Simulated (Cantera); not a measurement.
Cantera with NASA thermochemical tables; ideal gases at 1 bar, condensed phases pure. Values are per mole of reaction as written; species without (g) are pure solids or liquids, kept so even where they would boil at 1 bar.

Problem. Between 300 and 1825 K, where is each reaction favourable under standard conditions?
- Pb + SF6(g) → SF4(g) + PbF2
- 4 SF4(g) + PbF2 → PbS + 3 SF6(g)

Solution. 
- Pb + SF6(g) → SF4(g) + PbF2: ΔG° is -237 kJ at 300 K and -374 kJ at 1825 K; it stays negative (K > 1). ΔH° is -163 kJ and ΔS° 116 J/K at 1825 K.
- 4 SF4(g) + PbF2 → PbS + 3 SF6(g): ΔG° is 74 kJ at 300 K and 653 kJ at 1825 K; it stays positive (K < 1). ΔH° is -52 kJ and ΔS° -386 J/K at 1825 K.
